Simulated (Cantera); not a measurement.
Charge: 1 mol Pb, 0.078 mol H2, 32 mol N2, 1.6 mol O2, 0.07 mol NH3, held at 165 Torr.

Method: chemical equilibrium by Gibbs-energy minimisation in Cantera with the NASA 1993 tables (ideal gas, pure condensed phases). Candidate condensed phases: H2O, Pb, PbO, PbO2, Pb3O4; 27 gas species. The numbers say what is thermodynamically allowed, not how fast it happens.

Question: Which condensed phases are stable at each of these points (T (°C)): 425, 475, 525, 575, 625, 675, 725, 775?

Answer: 
```
T (°C)  condensed phases  Pb condensed (%)
------  ----------------  ----------------
425             PbO(red)             100.0
475             PbO(red)             100.0
525          PbO(yellow)             100.0
575          PbO(yellow)             100.0
625          PbO(yellow)             100.0
675          PbO(yellow)             100.0
725          PbO(yellow)             100.0
775          PbO(yellow)             100.0
```

From 425 °C to 475 °C the condensed part is PbO(red). From 525 °C to 775 °C the condensed part is PbO(yellow).
